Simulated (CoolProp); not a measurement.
Values from CoolProp's reference Helmholtz-energy equation of state, Penoncello 2003.

Q: For CHF3 (R23), give the phase and the cp (kJ/(kg K)), Joule-Thomson coefficient (K/MPa) at 475 K and 38.2 kPa; 475 K and 67.9 kPa; 475 K and 382 kPa.

A: 
- 475 K and 38.2 kPa: gas; cp 0.963, Joule-Thomson coefficient 3.52
- 475 K and 67.9 kPa: gas; cp 0.963, Joule-Thomson coefficient 3.52
- 475 K and 382 kPa: gas; cp 0.968, Joule-Thomson coefficient 3.51
